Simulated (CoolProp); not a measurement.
Vapour-liquid equilibrium of n-hexane (1) + ethylbenzene (2) at 72.55 °C; x and y are mole fractions of (1).

The numbers come from the multi-fluid Helmholtz-energy mixture model, Thol 2019 and Zhou 2012; pair parameters Bell 2016 in CoolProp.

Q: Give the bubble pressure and the first vapour's composition at x = 0.35, 0.5, 0.95. Is there an azeotrope?

A: x = 0.35: 54.49 kPa, y = 0.838; x = 0.5: 68.61 kPa, y = 0.895; x = 0.95: 109.2 kPa, y = 0.991. No azeotrope shows between x = 0.05 and 0.95.

The pair parameters rest on a limited set of measurements; away from them the model extrapolates.
